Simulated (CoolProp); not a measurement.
The fluid at 298.15 K and 0.755 MPa expands adiabatically to 0.215 MPa with isentropic efficiency 0.85. The same conditions are run with several fluids, on thermodynamics alone (safety and materials aside).

The numbers come from the reference Helmholtz-energy equation of state of each fluid (R22: Kamei 1995; nitrous oxide: Lemmon 2006; sulfur hexafluoride: Guder 2009; R143a: Lemmon and Jacobsen 2000; CH3F (R41): Lemmon 2006) in CoolProp.

| fluid | work (kJ/kg) | final temperature (K) | final phase | final density (kg/m³) |
|---|---|---|---|---|
| R22 | 25.1 | 249.8 | two-phase, vapour fraction 0.991 | 9.61 |
| nitrous oxide | 50.4 | 233.5 | gas | 5.00 |
| sulfur hexafluoride | 16.0 | 267.9 | gas | 14.6 |
| R143a | 26.2 | 258.9 | gas | 8.95 |
| CH3F (R41) | 63.6 | 231.9 | gas | 3.97 |
